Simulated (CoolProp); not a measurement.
Computed with CoolProp (reference Helmholtz-energy equation of state, Zhou 2012).

Task: For o-xylene, give the phase and the density (kg/m³), isothermal compressibility (1/MPa), viscosity (µPa s), Prandtl number at 444.2 K and 160 bar; 476.1 K and 160 bar; 571.8 K and 160 bar.

Result: 
- 444.2 K and 160 bar: liquid; density 769, isothermal compressibility 0.00179, viscosity 247, Prandtl number 5.31
- 476.1 K and 160 bar: liquid; density 741, isothermal compressibility 0.00226, viscosity 208, Prandtl number 4.96
- 571.8 K and 160 bar: liquid; density 650, isothermal compressibility 0.00498, viscosity 133, Prandtl number 4.09

Viscosity comes from a separate model (Cao 2016). Thermal conductivity comes from a separate model (Mylona 2014).
